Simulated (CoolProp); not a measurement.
The fluid at 995 K and 0.653 MPa (gas) is heated at constant pressure to 1000 K. The same conditions are run with several fluids, on thermodynamics alone (safety and materials aside).

Model: reference Helmholtz-energy equation of state of each fluid (water: Wagner 2002; oxygen: Schmidt 1985; carbon dioxide: Span 1996; nitrogen: Span 2000; dry air: Lemmon 2000), in CoolProp. Blends and air are pseudo-pure fits.

Rank water, oxygen, carbon dioxide, nitrogen, dry air by heat (kJ/kg), highest first.

water (11.5), carbon dioxide (6.17), nitrogen (5.84), dry air (5.71), oxygen (5.45)

```csv
fluid,final density (kg/m³)
water,1.42
oxygen,2.51
carbon dioxide,3.45
nitrogen,2.20
dry air,2.27
```

Above 300 K oxygen's equation is extrapolated.
